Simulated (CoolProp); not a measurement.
R115 at 293.15 K and 1.67 MPa is throttled through a valve to 0.661 MPa with no heat exchange. Each further row changes one setting.

Computed with CoolProp (reference Helmholtz-energy equation of state, Lemmon 2016).

```json
[
 {"case": "as stated", "temperature change (K)": "-6.5", "final phase": "two-phase, vapour fraction 0.068", "final density (kg/m³)": "493"},
 {"case": "outlet pressure 0.198 MPa", "temperature change (K)": "-43.0", "final phase": "two-phase, vapour fraction 0.369", "final density (kg/m³)": "42.0"},
 {"case": "outlet pressure 0.859 MPa", "temperature change (K)": "-0.0", "final phase": "liquid", "final density (kg/m³)": "1310"}
]
```
